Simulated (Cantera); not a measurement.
An isothermal, constant-pressure homogeneous reactor starts with 0.833 % H2, 99.2 % O2, at 1075 K and 0.0267 bar.

Computed with Cantera and the H2/O2 subset of GRI-Mech 3.0, which has no nitrogen chemistry. Radical loss at walls, strong at low pressure, is not modelled.

x: mole fraction; the columns are a selection and need not sum to one.

```
t (s)         x H2   x O2       x H     x H2O     x HO2       x O
--------  --------  -----  --------  --------  --------  --------
0.000300   0.00833  0.992  9.19e-11  1.52e-10  3.29e-10  3.79e-10
0.000631   0.00833  0.992  2.17e-10  9.38e-10  7.02e-10         ?
0.00133    0.00833  0.992   1.05e-9   8.18e-9   1.57e-9         ?
0.00279    0.00833  0.992   2.48e-8   2.36e-7   6.71e-9         ?
0.00588    0.00810  0.991   1.85e-5  0.000172   1.83e-6         ?
0.0124    0.000153  0.986  0.000415   0.00769   3.26e-6         ?
0.0260     2.22e-5  0.988  0.000154   0.00809   2.04e-6         ?
0.0548     1.10e-5  0.990   5.53e-5   0.00821   1.47e-6         ?
0.115      4.13e-6  0.991   1.32e-5   0.00828   8.99e-7         ?
0.242      1.24e-6  0.991   2.28e-6   0.00832   4.61e-7         ?
0.510      3.28e-7  0.992   3.34e-7   0.00834   2.02e-7         ?
1.07       8.57e-8  0.992   4.76e-8   0.00835   7.81e-8         ?
2.26       2.37e-8  0.992   7.37e-9   0.00836   2.84e-8         ?
4.75       7.22e-9  0.992   1.31e-9   0.00836   1.04e-8         ?
10.0       2.45e-9  0.992  2.72e-10   0.00836   4.02e-9         ?
```

**Question.** Fill in the missing entries.

**Answer.** 
- 0.000631, x O: 1.38e-9
- 0.00133, x O: 8.43e-9
- 0.00279, x O: 2.11e-7
- 0.00588, x O: 0.000149
- 0.0124, x O: 0.00514
- 0.0260, x O: 0.00351
- 0.0548, x O: 0.00178
- 0.115, x O: 0.000686
- 0.242, x O: 0.000213
- 0.510, x O: 5.90e-5
- 1.07, x O: 1.60e-5
- 2.26, x O: 4.61e-6
- 4.75, x O: 1.46e-6
- 10.0, x O: 5.10e-7
